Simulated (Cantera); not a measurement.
Equilibrium for silicon epitaxy and polysilicon growth: Si2Cl6 + Cl2 + H2

Charge: 1 mol Si2Cl6, 0.014 mol Cl2, 40 mol H2, equilibrated at 1498.15 K.

These are equilibrium values from Cantera (NASA tables, ideal gas, pure condensed phases), not measurements of a reactor. Candidate condensed phases: Si; 19 gas species. The feed counts by its element totals alone. The tables' values for SiCl3, SiCl are old estimates; treat these amounts as uncertain. Rates play no part.

| P (Pa) | x H2 | x HCl | x SiCl2 | x SiHCl3 | x SiCl3 | n Si(s) |
|---|---|---|---|---|---|---|
| 100 | 0.887 | 0.0860 | 0.0267 | 4.80e-6 | 0.000195 | 0.840 |
| 260 | 0.887 | 0.0858 | 0.0266 | 1.24e-5 | 0.000312 | 0.839 |
| 670 | 0.887 | 0.0855 | 0.0264 | 3.16e-5 | 0.000496 | 0.838 |
| 1700 | 0.888 | 0.0851 | 0.0261 | 7.88e-5 | 0.000775 | 0.836 |
| 4500 | 0.889 | 0.0841 | 0.0255 | 0.000202 | 0.00122 | 0.832 |
| 12000 | 0.890 | 0.0824 | 0.0245 | 0.000505 | 0.00186 | 0.825 |
| 30000 | 0.893 | 0.0795 | 0.0227 | 0.00113 | 0.00264 | 0.813 |
| 77000 | 0.897 | 0.0747 | 0.0200 | 0.00240 | 0.00349 | 0.791 |
| 200000 | 0.903 | 0.0676 | 0.0162 | 0.00459 | 0.00412 | 0.751 |
x: gas mole fraction; n: condensed amount in mol.

From 0.750 Torr to 1500 Torr the condensed part is Si(s). The main Si-bearing gas is SiCl2 throughout.
